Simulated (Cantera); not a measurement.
Charge: 1 mol MgCO₃, 1.7 mol H₂S, 0.53 mol O₂, equilibrated at 1.80 bar.

Equilibrium computed with Cantera from the NASA thermochemical tables; the gas is ideal and each condensed phase is pure. Candidate condensed phases: C, C₆H₆, C₇H₈, C₈H₁₈, H₂O, H₂SO₄, Mg, MgCO₃, MgO, Mg(OH)₂, MgS, MgSO₄, S; 130 gas species. Equilibrium is a limit: real reactors are often held back by kinetics, nucleation or transport.

### Question
At 1523 K, list the 6 most abundant gas species with their mole fractions, and the condensed phases.

### Answer
H₂O 0.339, CO₂ 0.200, S₂ 0.176, H₂S 0.101, CO 0.0874, H₂ 0.0553. Condensed: MgO(s).
